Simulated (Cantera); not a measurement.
Feed: 1 mol Si, 0.8 mol HCl, 7.3 mol H2, held at 1448 K and 0.290 bar.

Method: chemical equilibrium by Gibbs-energy minimisation in Cantera with the NASA 1993 tables (ideal gas, pure condensed phases). Candidate condensed phases: Si; 19 gas species. The tables' values for SiCl3 are old estimates; treat these amounts as uncertain. Kinetics and transport are ignored.

### Question
What is the equilibrium state?

### Answer
- x(H2) = 0.921
- x(HCl) = 0.0623
- x(SiCl2) = 0.0130
- x(SiCl3) = 0.00160
- x(SiHCl3) = 0.000915
- x(SiCl4) = 0.000723
- x(SiH2Cl2) = 0.000179
- x(H) = 1.64e-5
- x(SiH3Cl) = 1.02e-5
- n(Si(s)) = 0.868 mol
- gas amount = 8.079 mol
